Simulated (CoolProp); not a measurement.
Saturated liquid density (kg/m³) of R115: the reference equation beside estimates from Tc = 80.0 °C, pc = 3.129 MPa, ω = 0.248. Rackett uses Z = 0.29056 − 0.08775 ω.

Model: reference Helmholtz-energy equation of state, Lemmon 2016, in CoolProp.

| T (°C) | reference | Rackett | van der Waals | Redlich-Kwong | Soave-Redlich-Kwong | Peng-Robinson |
|---|---|---|---|---|---|---|
| -69.45 | 1648 | 1712 | 1031 | 1521 | 1562 | 1762 |
| -62.75 | 1626 | 1689 | 1018 | 1499 | 1542 | 1741 |
| -55.95 | 1604 | 1666 | 1004 | 1476 | 1521 | 1718 |
| -49.15 | 1581 | 1641 | 990.4 | 1452 | 1499 | 1694 |
| -42.35 | 1558 | 1617 | 976.1 | 1427 | 1476 | 1669 |
| -35.55 | 1534 | 1592 | 961.4 | 1401 | 1452 | 1643 |
| -28.85 | 1510 | 1566 | 946.3 | 1374 | 1427 | 1616 |
| -22.05 | 1485 | 1539 | 930.5 | 1346 | 1400 | 1586 |
| -15.25 | 1459 | 1512 | 914.1 | 1317 | 1372 | 1555 |
| -8.45 | 1433 | 1484 | 897.0 | 1286 | 1343 | 1522 |
| -1.75 | 1406 | 1455 | 879.4 | 1255 | 1312 | 1488 |
| 5.05 | 1377 | 1424 | 860.7 | 1221 | 1279 | 1451 |

Absolute difference from the reference over all 12 rows, mean and median: Rackett 3.7 and 3.7 %, van der Waals 37.4 and 37.4 %, Redlich-Kwong 9.1 and 8.8 %, Soave-Redlich-Kwong 5.7 and 5.4 %, Peng-Robinson 6.7 and 7.0 %.
